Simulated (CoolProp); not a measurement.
Values from CoolProp's reference Helmholtz-energy equation of state, Tillner-Roth 1997.

Question: For CH2F2 (R32), give the phase and the cv (kJ/(kg K)), Joule-Thomson coefficient (K/MPa) at 301.2 K and 4.48 MPa; 301.2 K and 30.5 MPa; 301.2 K and 57.8 MPa.

Answer: 
- 301.2 K and 4.48 MPa: liquid; cv 0.957, Joule-Thomson coefficient 0.164
- 301.2 K and 30.5 MPa: liquid; cv 0.956, Joule-Thomson coefficient -0.157
- 301.2 K and 57.8 MPa: liquid; cv 0.964, Joule-Thomson coefficient -0.257
